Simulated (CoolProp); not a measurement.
Model: reference Helmholtz-energy equation of state, Wagner 2002, in CoolProp.

**Question.** For water, give the phase and the density (kg/m³), cp (kJ/(kg K)), fugacity coefficient at 332.55 °C and 15.2 MPa.

**Answer.** 
- 332.55 °C and 15.2 MPa: liquid; density 642, cp 7.02, fugacity coefficient 0.646
